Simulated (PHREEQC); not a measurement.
1 kg of water holding 0.055 mol/kgw KCl and 0.0096 mol/kgw K2SO4 is evaporated at 40 °C; the solids stay in contact with the brine. CO2 from the air is kept out. Solids allowed: Arcanite, Misenite, Sylvite. Others were left out.

The series has 28 steps of water left (kg), from 1 to 0.005012.

Computed with PHREEQC (Pitzer model, pitzer.dat).

Which solids form, in which order, and at which step of the series does each first stand?

Arcanite from water left = 0.0293 kg; Sylvite from water left = 0.00903 kg.

Complexes and solids missing from the database can't appear. Away from 25 °C the constants follow the database's enthalpies or fits; those with neither stay at their 25 °C values.
